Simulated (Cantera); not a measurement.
Feed: 1 mol acetone, 0.017 mol NH3, 2.8 mol H2, at 29.0 mbar.

Cantera equilibrium calculation (NASA polynomials, part measured and part estimated; ideal gas, pure solids and liquids). Candidate condensed phases: C, C6H6, C7H8, C8H18, H2O; 136 gas species. The feed counts by its element totals alone. Rates play no part.

x: gas mole fraction; n: condensed amount in mol.

```
T (K)   x H2    x H   x CO  x C2H2 (acetylene)      x C3  x C2H  n C(graphite)
-----  -----  -----  -----  ------------------  --------  -----  -------------
2575   0.685  0.168  0.134              0.0101   5.32e-5    [?]           1.83
2625   0.653  0.201  0.132              0.0117  0.000109    [?]           1.80
2675   0.617  0.238  0.129              0.0133  0.000217    [?]           1.76
2725   0.577  0.278  0.126              0.0149  0.000421    [?]           1.72
2775   0.535  0.322  0.123              0.0164  0.000798    [?]           1.67
2825   0.490  0.367  0.119              0.0178   0.00148    [?]           1.60
2875   0.444  0.414  0.115              0.0189   0.00267    [?]           1.52
```

Question: Complete the blanks.

Answer: 
- 2575, x C2H: 0.000207
- 2625, x C2H: 0.000332
- 2675, x C2H: 0.000520
- 2725, x C2H: 0.000797
- 2775, x C2H: 0.00119
- 2825, x C2H: 0.00175
- 2875, x C2H: 0.00251
